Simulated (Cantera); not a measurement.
A perfectly stirred reactor is fed with NO : N₂ = 1 : 2.8 (molar parts), at 1.10 bar; it is held at 1725 K, and followed from long to short residence time.

Model: GRI-Mech 3.0 (53 species, 325 reactions), integrated in Cantera.

Q: What does this change do: pressure from 1.10 bar to 20.0 Torr?

A: 
| quantity | before | after |
|---|---|---|
| x(NO) at τ = 23.0 s | 0.132 | 0.251 |
| x(N₂) at τ = 23.0 s | 0.802 | 0.743 |
| x(NO₂) at τ = 23.0 s | 0.000230 | 2.18e-5 |
| x(O₂) at τ = 23.0 s | 0.0652 | 0.00610 |
| x(O) at τ = 23.0 s | 1.44e-5 | 3.67e-5 |
| x(NO) at τ = 51.0 ms | 0.262 | 0.263 |
| x(N₂) at τ = 51.0 ms | 0.737 | 0.737 |
| x(NO₂) at τ = 51.0 ms | 8.97e-5 | 3.54e-6 |
| x(O₂) at τ = 51.0 ms | 0.000396 | 2.09e-6 |
| x(O) at τ = 51.0 ms | 3.03e-6 | 8.05e-6 |
Radical loss at walls, strong at low pressure, is not modelled.

Q: What does this change do: temperature 1725 to 1975 K?

A: 
| quantity | before | after |
|---|---|---|
| x(NO) at τ = 23.0 s | 0.132 | 0.0273 |
| x(N₂) at τ = 23.0 s | 0.802 | 0.855 |
| x(NO₂) at τ = 23.0 s | 0.000230 | 3.86e-5 |
| x(O₂) at τ = 23.0 s | 0.0652 | 0.118 |
| x(O) at τ = 23.0 s | 1.44e-5 | 0.000182 |
| x(NO) at τ = 51.0 ms | 0.262 | 0.254 |
| x(N₂) at τ = 51.0 ms | 0.737 | 0.741 |
| x(NO₂) at τ = 51.0 ms | 8.97e-5 | 9.45e-5 |
| x(O₂) at τ = 51.0 ms | 0.000396 | 0.00433 |
| x(O) at τ = 51.0 ms | 3.03e-6 | 5.02e-5 |
